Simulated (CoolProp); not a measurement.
Vapour-liquid equilibrium of CHF3 (R23) (1) + C2F6 (R116) (2) at 11 bar; x and y are mole fractions of (1).

The numbers come from the multi-fluid Helmholtz-energy mixture model, Penoncello 2003 and Lemmon 2006; pair parameters Bell 2016 in CoolProp.

| x | bubble temperature (°C) | y at the bubble point | dew temperature at overall composition x (°C) | liquid density (mol/L) |
|---|---|---|---|---|
| 0.05 | -21.8 | 0.116 | -19.8 | 9.611 |
| 0.125 | -25.5 | 0.247 | -22.0 | 10.04 |
| 0.2 | -28.1 | 0.341 | ? | 10.44 |
| 0.275 | -29.9 | 0.411 | -26.3 | 10.86 |
| 0.35 | -31.1 | 0.466 | -28.4 | 11.29 |
| 0.425 | -31.8 | 0.513 | -30.2 | 11.76 |
| 0.5 | -32.3 | 0.556 | ? | 12.28 |
| 0.575 | -32.6 | 0.596 | -32.5 | 12.85 |
| 0.65 | -32.6 | 0.638 | -32.6 | 13.48 |
| 0.725 | ? | 0.684 | -32.0 | 14.18 |
| 0.8 | ? | ? | -31.0 | 14.94 |
| 0.875 | -30.8 | 0.812 | ? | 15.76 |
| 0.95 | -29.1 | 0.911 | -28.4 | ? |

Q: Fill in the missing entries.

A: 
- 0.2, dew temperature at overall composition x (°C): -24.2
- 0.5, dew temperature at overall composition x (°C): -31.6
- 0.725, bubble temperature (°C): -32.4
- 0.8, bubble temperature (°C): -31.9
- 0.8, y at the bubble point: 0.740
- 0.875, dew temperature at overall composition x (°C): -29.8
- 0.95, liquid density (mol/L): 16.64

y crosses x between x = 0.575 and 0.65: the model has an azeotrope there.

Pair parameters are fitted to limited data, so mixtures are less certain than the pure fluids.
